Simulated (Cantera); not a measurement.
Feed: 1 mol V, 1.2 mol NH3, a varied amount of N2, equilibrated at 2648.15 K and 0.0133 bar.

These are equilibrium values from Cantera (NASA tables, ideal gas, pure condensed phases), not measurements of a reactor. Candidate condensed phases: V, VN; 11 gas species. The numbers say what is thermodynamically allowed, not how fast it happens.

x: gas mole fraction; nothing condenses.

```json
[
 {"n(N2) (mol)": "2.2", "x N2": "0.455", "x H2": "0.202", "x H": "0.181", "x V": "0.162"},
 {"n(N2) (mol)": "3.1", "x N2": "[?]", "x H2": "[?]", "x H": "[?]", "x V": "[?]"},
 {"n(N2) (mol)": "4.5", "x N2": "[?]", "x H2": "[?]", "x H": "[?]", "x V": "[?]"},
 {"n(N2) (mol)": "6.5", "x N2": "0.670", "x H2": "0.105", "x H": "0.130", "x V": "0.0944"},
 {"n(N2) (mol)": "9.4", "x N2": "0.738", "x H2": "0.0769", "x H": "0.112", "x V": "0.0737"},
 {"n(N2) (mol)": "14", "x N2": "0.800", "x H2": "0.0525", "x H": "0.0923", "x V": "0.0548"},
 {"n(N2) (mol)": "20", "x N2": "0.847", "x H2": "0.0358", "x H": "0.0763", "x V": "0.0411"},
 {"n(N2) (mol)": "28", "x N2": "0.882", "x H2": "0.0242", "x H": "0.0627", "x V": "0.0308"},
 {"n(N2) (mol)": "41", "x N2": "0.914", "x H2": "0.0149", "x H": "0.0492", "x V": "0.0220"},
 {"n(N2) (mol)": "59", "x N2": "0.937", "x H2": "0.00909", "x H": "0.0384", "x V": "0.0157"}
]
```

Task: What belongs in the gaps?

Result: 
- 3.1, x N2: 0.522
- 3.1, x H2: 0.171
- 3.1, x H: 0.166
- 3.1, x V: 0.141
- 4.5, x N2: 0.598
- 4.5, x H2: 0.136
- 4.5, x H: 0.149
- 4.5, x V: 0.117
